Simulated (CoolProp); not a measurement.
C3F8 (R218) along the isotherm 440 K: fugacity coefficient from the reference equation and from simpler models built on Tc = 345.0 K, pc = 2.640 MPa, ω = 0.317; each cubic takes its own stable root.

Model: reference Helmholtz-energy equation of state, Lemmon 2006, in CoolProp. It is a short technical equation, of lower accuracy than the large ones.

```csv
p (MPa),phase,reference,van der Waals,Redlich-Kwong,Soave-Redlich-Kwong,Peng-Robinson
1.54,gas,0.9240,0.9074,0.9073,0.9252,0.9104
3.08,supercritical,0.8520,0.8179,0.8219,0.8572,0.8313
4.62,supercritical,0.7855,0.7325,0.7448,0.7969,0.7631
6.15,supercritical,0.7276,0.6588,0.6793,0.7458,0.7067
7.69,supercritical,0.6795,0.6043,0.6270,0.7041,0.6611
9.23,supercritical,0.6418,0.5673,0.5877,0.6719,0.6255
10.8,supercritical,0.6128,0.5421,0.5582,0.6472,0.5977
12.3,supercritical,0.5924,0.5264,0.5375,0.6298,0.5775
13.8,supercritical,0.5775,0.5167,0.5223,0.6174,0.5621
15.4,supercritical,0.5665,0.5114,0.5107,0.6085,0.5499
16.9,supercritical,0.5598,0.5101,0.5032,0.6034,0.5417
18.5,supercritical,0.5560,0.5119,0.4982,0.6009,0.5357
20,supercritical,0.5549,0.5163,0.4958,0.6008,0.5322
```
